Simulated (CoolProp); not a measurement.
Saturation properties of neopentane.

The numbers come from the reference Helmholtz-energy equation of state, Lemmon 2006 in CoolProp. It is a short technical equation, of lower accuracy than the large ones.

| T (K) | p (kPa) | liquid density (kg/m³) | vapour density (kg/m³) | enthalpy of vaporisation (kJ/kg) | liquid cp (kJ/(kg K)) | surface tension (mN/m) |
|---|---|---|---|---|---|---|
| 273.9 | 73.02 | 610.3 | 2.398 | 322.3 | 2.170 | 13.3 |
| 277.7 | 84.43 | 606.4 | 2.746 | 319.4 | 2.191 | 13.0 |
| 281.5 | 97.17 | 602.4 | 3.131 | 316.6 | 2.213 | 12.6 |
| 285.2 | 111.0 | 598.5 | 3.545 | 313.7 | 2.234 | 12.2 |
| 289 | 126.7 | 594.4 | 4.012 | 310.8 | 2.256 | 11.8 |
| 292.7 | 143.5 | 590.4 | 4.512 | 307.8 | 2.277 | 11.5 |
| 296.5 | 162.6 | 586.2 | 5.074 | 304.8 | 2.300 | 11.1 |
| 300.2 | 183.0 | 582.1 | 5.672 | 301.7 | 2.322 | 10.7 |
| 304 | 205.9 | 577.9 | 6.341 | 298.5 | 2.345 | 10.4 |
| 307.7 | 230.2 | 573.6 | 7.049 | 295.4 | 2.368 | 10.0 |
| 311.5 | 257.4 | 569.2 | 7.840 | 292.0 | 2.392 | 9.64 |
| 315.3 | 286.9 | 564.8 | 8.697 | 288.6 | 2.416 | 9.28 |
| 319 | 318.0 | 560.4 | 9.602 | 285.3 | 2.440 | 8.93 |
| 322.8 | 352.5 | 555.8 | 10.61 | 281.7 | 2.466 | 8.58 |
| 326.5 | 388.7 | 551.2 | 11.66 | 278.1 | 2.491 | 8.23 |

It boils at 282.7 K under 1 atm.

Surface tension comes from a separate correlation (Mulero 2014).
